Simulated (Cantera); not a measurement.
Feed: 1 mol H2S, 0.051 mol O2, held at 750 Torr.

These are equilibrium values from Cantera (NASA tables, ideal gas, pure condensed phases), not measurements of a reactor. Candidate condensed phases: H2O, H2SO4, S; 19 gas species. Gases not in the tables: S3 to S7. Rates play no part.

log p: log10 of the partial pressure in bar; nothing condenses.

```
T (K)  log p H2S  log p H2  log p S2  log p H2O  log p SH  log p S  log p SO
-----  ---------  --------  --------  ---------  --------  -------  --------
1298       -0.20     -0.80     -0.91      -1.05     -3.05    -6.02     -5.14
1348       -0.23     -0.72     -0.86      -1.06     -2.87    -5.67     -4.91
1398       -0.27     -0.65     -0.81      -1.07     -2.71    -5.35     -4.70
1448       -0.31     -0.60     -0.77      -1.07     -2.57    -5.05     -4.50
1498       -0.35     -0.55     -0.74      -1.08       [?]      [?]       [?]
1548       -0.39     -0.50     -0.71      -1.09     -2.32    -4.51     -4.13
1598       -0.44     -0.47     -0.68      -1.10     -2.21    -4.27     -3.96
1648       -0.49     -0.44     -0.66      -1.11     -2.10    -4.04     -3.80
1698       -0.54     -0.41     -0.64      -1.11     -2.01    -3.83     -3.65
1748       -0.58     -0.39     -0.62      -1.12     -1.93    -3.63     -3.50
1798         [?]     -0.37     -0.61      -1.13       [?]      [?]       [?]
1848       -0.68     -0.35     -0.59      -1.13     -1.78    -3.26     -3.22
1898       -0.73     -0.34     -0.58      -1.14     -1.71    -3.10     -3.10
1948       -0.78     -0.33     -0.58      -1.15     -1.65    -2.94     -2.98
```

Fill in the missing entries.


- 1498, log p SH: -2.44
- 1498, log p S: -4.77
- 1498, log p SO: -4.31
- 1798, log p H2S: -0.63
- 1798, log p SH: -1.85
- 1798, log p S: -3.44
- 1798, log p SO: -3.36
